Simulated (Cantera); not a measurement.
## NF3 + H2 + H2O (abatement and gas-phase synthesis)

Feed: 1 mol NF3, 2.9 mol H2, 1.3 mol H2O, held at 7.50 Torr.

Cantera equilibrium calculation (NASA polynomials, part measured and part estimated; ideal gas, pure solids and liquids). Candidate condensed phases: H2O; 40 gas species. Kinetics and transport are ignored.

```csv
T (K),x HF,x H2,x H2O,x N2,x H,x OH,x O,x NO
798,0.484,0.226,0.210,0.0806,1.27e-11,<1e-12,<1e-12,<1e-12
898,0.484,0.226,0.210,0.0806,5.20e-10,<1e-12,<1e-12,<1e-12
998,0.484,0.226,0.210,0.0806,1.02e-8,2.07e-11,<1e-12,<1e-12
1098,0.484,0.226,0.210,0.0806,1.18e-7,4.80e-10,<1e-12,<1e-12
1198,0.484,0.226,0.210,0.0806,9.03e-7,6.63e-9,<1e-12,1.52e-11
1298,0.484,0.226,0.210,0.0806,5.09e-6,6.12e-8,1.33e-12,2.12e-10
1398,0.484,0.226,0.210,0.0806,2.25e-5,4.12e-7,3.73e-11,2.04e-9
1498,0.484,0.226,0.210,0.0806,8.16e-5,2.15e-6,6.75e-10,1.45e-8
1598,0.484,0.226,0.210,0.0806,0.000253,9.14e-6,8.52e-9,8.06e-8
1698,0.484,0.225,0.210,0.0806,0.000687,3.28e-5,8.01e-8,3.68e-7
1798,0.483,0.225,0.209,0.0806,0.00167,0.000102,5.88e-7,1.42e-6
1898,0.483,0.224,0.209,0.0805,0.00370,0.000283,3.51e-6,4.76e-6
1998,0.482,0.221,0.208,0.0803,0.00755,0.000706,1.76e-5,1.42e-5
2098,0.480,0.218,0.206,0.0800,0.0144,0.00161,7.59e-5,3.81e-5
```
x: gas mole fraction; nothing condenses.

From 798 K to 2098 K nothing is condensed.
